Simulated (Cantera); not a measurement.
## AlCl₃ + N₂O + H₂ (aluminium nitride and oxide growth)

Feed: 1 mol AlCl₃, 0.84 mol N₂O, 570 mol H₂, equilibrated at 0.133 bar.

Method: chemical equilibrium by Gibbs-energy minimisation in Cantera with the NASA 1993 tables (ideal gas, pure condensed phases). Candidate condensed phases: Al, AlCl₃, AlN, Al₂O₃, H₂O, NH₄Cl; 45 gas species. Mutual solubility and eutectic melting of coexisting phases are not modelled. The tables' values for AlCl₂ are old estimates; treat these amounts as uncertain. The numbers say what is thermodynamically allowed, not how fast it happens.

| T (°C) | log p H₂ | log p HCl | log p N₂ | log p AlCl | log p H | log p AlCl₃ | log p AlCl₂ | n AlN(s) | n Al₂O₃(s) |
|---|---|---|---|---|---|---|---|---|---|
| 1150 | -0.88 | -3.19 | -3.79 | -4.69 | -5.62 | -5.11 | -5.41 | 0.302 | 0.280 |
| 1175 | -0.88 | -3.20 | -3.78 | -4.48 | -5.47 | -5.14 | -5.30 | 0.246 | 0.280 |
| 1200 | -0.88 | -3.21 | -3.75 | -4.29 | -5.34 | -5.18 | -5.20 | 0.167 | 0.280 |
| 1225 | -0.88 | -3.23 | -3.72 | -4.12 | -5.20 | -5.24 | -5.13 | 0.0579 | 0.280 |
| 1250 | -0.88 | -3.24 | -3.71 | -4.04 | -5.08 | -5.37 | -5.13 | 0 | 0.280 |
| 1275 | -0.88 | -3.23 | -3.71 | -4.03 | -4.95 | -5.54 | -5.19 | 0 | 0.279 |
| 1300 | -0.88 | -3.23 | -3.71 | -4.02 | -4.83 | -5.71 | -5.25 | 0 | 0.279 |
| 1325 | -0.88 | -3.23 | -3.71 | -4.01 | -4.71 | -5.87 | -5.31 | 0 | 0.279 |
| 1350 | -0.88 | -3.23 | -3.71 | -4.01 | -4.60 | -6.03 | -5.37 | 0 | 0.278 |
| 1375 | -0.88 | -3.23 | -3.71 | -4.00 | -4.49 | -6.19 | -5.43 | 0 | 0.278 |
| 1400 | -0.88 | -3.23 | -3.71 | -4.00 | -4.38 | -6.34 | -5.49 | 0 | 0.277 |
| 1425 | -0.88 | -3.23 | -3.71 | -3.99 | -4.28 | -6.49 | -5.55 | 0 | 0.275 |
log p: log10 of the partial pressure in bar; n: condensed amount in mol.

From 1150 °C to 1225 °C the condensed part is AlN(s) + Al₂O₃(s). From 1250 °C to 1425 °C the condensed part is Al₂O₃(s). The main Al-bearing gas is AlCl throughout. The share of Al in condensed phases is highest at 1150 °C (86.2 %) and lowest at 1425 °C (55.1 %).
